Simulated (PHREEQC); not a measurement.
Solution (61 °C): 3.8 mmol/kgw MgCl2 and 0.022 mmol/kgw CO2. Closed to the air; pH follows from the charge balance.

The numbers come from PHREEQC with the ion-association model, phreeqc.dat.

This is a speciation only: nothing precipitates in the calculation.

Estimate the pH.

pH 5.50.

In which forms is C present?

CO2 84 %, HCO3- 15 %, MgHCO3+ 0.6 % of the C.

Constants without temperature data keep their 25 °C values here.
